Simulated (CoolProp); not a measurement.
The numbers come from the reference Helmholtz-energy equation of state, Setzmann 1991 in CoolProp.

Question: For methane, give the phase and the density (kg/m³), cp (kJ/(kg K)), speed of sound (m/s), expansivity (1/kK) at -78.65 °C and 215 bar.

Answer: 
- -78.65 °C and 215 bar: supercritical; density 327, cp 3.70, speed of sound 895, expansivity 4.85
